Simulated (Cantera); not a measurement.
Hydrocarbon pyrolysis for carbon deposition

An isothermal, constant-pressure homogeneous reactor starts with C₂H₆ : N₂ = 1 : 12 (molar parts), at 1300 K and 1.01 bar.

Cantera simulation using GRI-Mech 3.0 (53 species, 325 reactions); the numbers are that mechanism's predictions, not measurements. GRI-Mech 3.0 stops at C3 and has no aromatics, soot or wall deposition, so with more carbon than oxygen in the feed, carbon stays in small species such as C2H2 where larger ones or solid carbon would form.

```json
[
 {"t (s)": "0.000400", "x C₂H₆": "0.0701", "x C₂H₂": "4.28e-5", "x CH₃": "0.000112", "x C₂H₄": "0.00562", "x CH₂": "9.19e-9", "x CH₄": "0.000812", "x H₂": "0.00539"},
 {"t (s)": "0.00206", "x C₂H₆": "0.0419", "x C₂H₂": "0.00131", "x CH₃": "8.56e-5", "x C₂H₄": "0.0283", "x CH₂": "6.87e-9", "x CH₄": "0.00473", "x H₂": "0.0288"},
 {"t (s)": "0.0106", "x C₂H₆": "0.00304", "x C₂H₂": "0.0127", "x CH₃": "2.06e-5", "x C₂H₄": "0.0493", "x CH₂": "8.89e-10", "x CH₄": "0.0123", "x H₂": "0.0685"},
 {"t (s)": "0.0548", "x C₂H₆": "0.000164", "x C₂H₂": "0.0272", "x CH₃": "4.56e-6", "x C₂H₄": "0.0359", "x CH₂": "4.87e-11", "x CH₄": "0.0134", "x H₂": "0.0836"},
 {"t (s)": "0.283", "x C₂H₆": "8.23e-5", "x C₂H₂": "0.0431", "x CH₃": "3.39e-6", "x C₂H₄": "0.0187", "x CH₂": "2.53e-11", "x CH₄": "0.0141", "x H₂": "0.0977"},
 {"t (s)": "1.46", "x C₂H₆": "5.81e-5", "x C₂H₂": "0.0471", "x CH₃": "3.10e-6", "x C₂H₄": "0.0134", "x CH₂": "1.84e-11", "x CH₄": "0.0162", "x H₂": "0.0995"},
 {"t (s)": "7.52", "x C₂H₆": "4.84e-5", "x C₂H₂": "0.0456", "x CH₃": "3.28e-6", "x C₂H₄": "0.0120", "x CH₂": "1.48e-11", "x CH₄": "0.0226", "x H₂": "0.0919"},
 {"t (s)": "38.8", "x C₂H₆": "3.58e-5", "x C₂H₂": "0.0430", "x CH₃": "3.29e-6", "x C₂H₄": "0.00972", "x CH₂": "1.00e-11", "x CH₄": "0.0336", "x H₂": "0.0789"},
 {"t (s)": "200", "x C₂H₆": "3.08e-5", "x C₂H₂": "0.0414", "x CH₃": "3.26e-6", "x C₂H₄": "0.00850", "x CH₂": "8.31e-12", "x CH₄": "0.0399", "x H₂": "0.0714"}
]
```
x: mole fraction; the columns are a selection and need not sum to one.

Equilibrium at this temperature and pressure: C₂H₆ 2.03e-5, C₂H₂ 0.0208, CH₃ 2.65e-6, C₂H₄ 0.00488, CH₂ 6.28e-12, CH₄ 0.0348, H₂ 0.0815 (gas phase only).
